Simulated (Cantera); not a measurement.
Stirred combustor or abatement burner

A perfectly stirred reactor is fed with 9.85 % CH4, 0.562 % C2H6, 0.532 % C3H8, 18.7 % O2, 70.3 % N2, at 10.0 bar; it is adiabatic with a 423 K inlet, and is followed from long to short residence time, starting on the burning branch (τ in s: 0.055, 0.026, 0.012, 0.0059, 0.0028, 0.0013, 0.00063, 0.0003, 0.00014, 6.7e-05, 3.2e-05, 1.5e-05, 7.2e-06).

Cantera simulation using GRI-Mech 3.0 (53 species, 325 reactions); the numbers are that mechanism's predictions, not measurements.

| τ (s) | T (K) | x CH4 | x C2H6 | x C3H8 | x CH3 | x H2O |
|---|---|---|---|---|---|---|
| 0.055 | 2158 | 0.000108 | 2.87e-8 | 1.72e-8 | 1.67e-5 | 0.179 |
| 0.026 | 2158 | 0.000196 | 6.79e-8 | 3.57e-8 | 3.19e-5 | 0.179 |
| 0.012 | 2157 | 0.000352 | 1.73e-7 | 7.57e-8 | 6.07e-5 | 0.179 |
| 0.0059 | 2156 | 0.000577 | 4.15e-7 | 1.51e-7 | 0.000106 | 0.180 |
| 0.0028 | 2153 | 0.000910 | 1.02e-6 | 3.10e-7 | 0.000180 | 0.180 |
| 0.0013 | 2147 | 0.00135 | 2.49e-6 | 6.49e-7 | 0.000294 | 0.180 |
| 0.00063 | 2135 | 0.00187 | 5.61e-6 | 1.31e-6 | 0.000444 | 0.180 |
| 0.00030 | 2112 | 0.00260 | 1.31e-5 | 2.80e-6 | 0.000656 | 0.179 |
| 0.00014 | 2059 | 0.00408 | 3.84e-5 | 6.96e-6 | 0.000973 | 0.176 |
| 6.7e-5 | 423 | 0.0985 | 0.00562 | 0.00532 | <1e-12 | <1e-12 |
| 3.2e-5 | 423 | 0.0985 | 0.00562 | 0.00532 | <1e-12 | <1e-12 |
| 1.5e-5 | 423 | 0.0985 | 0.00562 | 0.00532 | <1e-12 | <1e-12 |
| 7.2e-6 | 423 | 0.0985 | 0.00562 | 0.00532 | <1e-12 | <1e-12 |
x: mole fraction; the columns are a selection and need not sum to one.
